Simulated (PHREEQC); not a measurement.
Dissolve 0.15 mol/kgw MnSO4, 0.072 mol/kgw Mn(NO3)2 and 0.063 mol/kgw AgNO3 at 70 °C. Closed to the air; pH follows from the charge balance.

Computed with PHREEQC (ion-association model, wateq4f.dat).

No solid was allowed to form.

Question: Estimate the pH.

Answer: pH 5.65.

Question: In which forms is S present?

Answer: MnSO4 59 %, SO4-2 33 %, AgSO4- 8.0 % of the S.

Species that the database lacks are ignored. Away from 25 °C the constants follow the database's enthalpies or fits; those with neither stay at their 25 °C values.
